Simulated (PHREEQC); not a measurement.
A solution holds 0.0022 mol/kgw FeCl3, 0.02 mol/kgw ZnCl2, 0.0013 mol/kgw NaHCO3 and 0.0014 mol/kgw Na2SO4, at 10 °C. Closed to the air; pH follows from the charge balance.

All values are PHREEQC results (ion-association model, wateq4f.dat), not measurements.

Each row changes one thing in this solution. No solid was allowed to form.

```csv
case,pH,ionic strength (mol/kgw),Zn+2 (mol/kgw),FeOH+2 (mol/kgw),SO4-2 (mol/kgw),ZnCl+ (mol/kgw),SI of Jarosite-Na (NaFe3(SO4)2(OH)6),SI of Goslarite (ZnSO4:7H2O)
as made,3.31,0.0710,0.0190,0.000752,0.000691,0.000520,+1.55,-3.52
temperature from 10 to 15 °C,3.27,0.0704,0.0188,0.000839,0.000684,0.000652,+1.64,-3.57
ZnCl2 from 0.02 to 0.03 mol/kgw,3.31,0.0999,0.0284,0.000710,0.000657,0.00101,+1.19,-3.46
ZnCl2 from 0.02 to 0.2 mol/kgw,3.51,0.554,0.173,0.000665,0.000525,0.0214,___,-3.28
ZnCl2 from 0.02 to 0.018 mol/kgw,3.31,0.0652,0.0171,0.000762,0.000699,0.000438,+1.64,-3.54
0.0027 mol/kgw TMAH added,4.89,0.0687,0.0188,0.000216,0.000793,0.000523,+4.81,-3.46
Na2SO4 from 0.0014 to 0.007 mol/kgw,3.48,0.0780,0.0171,0.000634,0.00377,0.000458,+3.82,-2.85
diluted 100-fold with water,4.57,0.000709,0.000199,3.08e-6,1.35e-5,___,-5.58,-6.58
```

Q: Fill in the missing entries.

A: 
- ZnCl2 from 0.02 to 0.2 mol/kgw, SI of Jarosite-Na (NaFe3(SO4)2(OH)6): +0.15
- diluted 100-fold with water, ZnCl+ (mol/kgw): 1.11e-7

Some of these states are supersaturated (in Jarosite-Na, Hematite (slow to form), Goethite (slow to form), for instance). (CH3)4N+ isn't in the database: it is added as a free cation with an ion size of 4 Å. At this temperature some constants are extrapolated from 25 °C, and those without enthalpy data are left unchanged.
